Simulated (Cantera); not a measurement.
A Cantera script and what it prints.

```python
import numpy as np
import cantera as ct

gas_names = [...]  # 151 gases of nasa_gas.yaml made of C, H, N, O, Si
cond_names = """
    C(gr) C6H6(L) C7H8(L) C8H18(L),n-octa H2O(s) H2O(L) Si(cr) Si(L) SiC(b) SiO2(Lqz) SiO2(hqz) SiO2(L)
    Si2N2O(s) Si3N4(a)
""".split()


# ... load() reads the species with a 1 bar reference pressure and builds the phases ...
atoms = {
    'TEOS': {'Si': 1, 'C': 8, 'H': 20, 'O': 4},
    'O3': {'O': 3},
    'N2': {'N': 2},
}
top_T = {'C(gr)': 4500, 'SiC(b)': 3050, 'Si2N2O(s)': 2100, 'Si3N4(a)': 2400}  # K; cautious upper limits of use, not melting points


# ... equilibrate(T, P, feed) seeds the gas with the atoms and calls Mixture.equilibrate('TP', solver="vcs", rtol=1e-11, max_steps=5000) ...
results = []
feed = {'TEOS': 1, 'O3': 0.062, 'N2': 1.1}  # mol
T = 1773  # K
P = 610  # Pa
mix = equilibrate(T, P, feed)
results.append((T, P, feed, dict(zip(mix.species_names, mix.species_moles))))
x = sorted(zip(gas.X, gas.species_names), reverse=True)
print(f"T = {T:g} K  P = {P:g} Pa  gas = {mix.phase_moles(0):.4g} mol")
print("   x: " + "  ".join(f"{s} {v:.3e}" for v, s in x if v > 1e-05))
print("   condensed (mol): " + ("  ".join(f"{mix.phase(i).name} {mix.phase_moles(i):.4g}"
      for i in range(1, mix.n_phases) if mix.phase_moles(i) > 1e-12) or "none"))
```

Output:

```
T = 1773 K  P = 610 Pa  gas = 15.31 mol
   x: H2 6.511e-01  CO 2.720e-01  N2 7.126e-02  H 2.939e-03  SiO 1.397e-03  HCN 1.157e-03  C2H2,acetylene 9.114e-05  HNC 4.128e-05
   condensed (mol): C(gr) 2.836  SiC(b) 0.9785
```

Cantera equilibrium calculation (NASA polynomials, part measured and part estimated; ideal gas, pure solids and liquids). The feed counts by its element totals alone.
